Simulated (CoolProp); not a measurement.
Dimethyl carbonate at 324.83 K and 3.26 MPa is throttled through a valve to 1.72 MPa with no heat exchange. Each further row changes one setting.

Computed with CoolProp (reference Helmholtz-energy equation of state, Zhou 2011).

```csv
case,temperature change (K)
as stated,(withheld)
outlet pressure 0.516 MPa,(withheld)
outlet pressure 2.24 MPa,(withheld)
```

**Question.** Fill in the missing entries.

**Answer.** 
- as stated, temperature change (K): +0.5
- outlet pressure 0.516 MPa, temperature change (K): +0.8
- outlet pressure 2.24 MPa, temperature change (K): +0.3
